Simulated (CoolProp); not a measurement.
Aqueous potassium formate as a coolant, 29 % by mass, freezing at -20.0 °C, 1 atm.

Values from CoolProp's Melinder's fits for secondary coolants.

| T (°C) | cp (kJ/(kg K)) | density (kg/m³) | Prandtl number | viscosity (mPa s) |
|---|---|---|---|---|
| -14.5 | 3.113 | 1194 | 26.1 | 4.19 |
| -8 | 3.124 | 1192 | ? | 3.35 |
| -1.4 | 3.136 | 1190 | 16.6 | ? |
| 5.1 | ? | 1188 | 13.7 | 2.29 |
| 11.6 | 3.158 | ? | 11.6 | 1.95 |
| 18.1 | 3.169 | 1183 | ? | 1.69 |
| 24.6 | 3.180 | 1181 | ? | 1.48 |
| 31.2 | 3.191 | ? | 7.52 | 1.31 |
| 37.7 | 3.203 | 1176 | 6.66 | ? |

Problem. Fill in the missing entries.

Solution. 
- -8, Prandtl number: 20.6
- -1.4, viscosity (mPa s): 2.73
- 5.1, cp (kJ/(kg K)): 3.147
- 11.6, density (kg/m³): 1186
- 18.1, Prandtl number: 9.89
- 24.6, Prandtl number: 8.59
- 31.2, density (kg/m³): 1178
- 37.7, viscosity (mPa s): 1.17
